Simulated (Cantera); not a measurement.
An isothermal, constant-pressure homogeneous reactor starts with C2H6 : N2 = 1 : 2.2 (molar parts), at 1150 K and 0.0132 atm. Integrator tolerance rtol = 1e-08.

Cantera simulation using GRI-Mech 3.0 (53 species, 325 reactions); the numbers are that mechanism's predictions, not measurements. GRI-Mech 3.0 stops at C3 and has no aromatics, soot or wall deposition, so with more carbon than oxygen in the feed, carbon stays in small species such as C2H2 where larger ones or solid carbon would form. Radical loss at walls, strong at low pressure, is not modelled.

Question: What does this change do: N2 2.2 to 0.24 parts?

Answer: 
| quantity | before | after |
|---|---|---|
| x(C2H6) at 20.0 s | 0.000117 (gas-phase equilibrium 1.33e-5) | 0.000388 (gas-phase equilibrium 5.52e-5) |
| x(H) at 20.0 s | 8.33e-7 (gas-phase equilibrium 3.47e-7) | 1.46e-6 (gas-phase equilibrium 4.23e-7) |
| x(CH3) at 20.0 s | 2.96e-6 (gas-phase equilibrium 1.88e-6) | 5.41e-6 (gas-phase equilibrium 3.83e-6) |
| x(CH4) at 20.0 s | 0.0481 (gas-phase equilibrium 0.0824) | 0.0891 (gas-phase equilibrium 0.205) |
| x(C2H) at 20.0 s | 2.56e-11 (gas-phase equilibrium 1.59e-11) | 4.33e-11 (gas-phase equilibrium 2.45e-11) |
| x(H2) at 20.0 s | 0.249 (gas-phase equilibrium 0.285) | 0.444 (gas-phase equilibrium 0.423) |
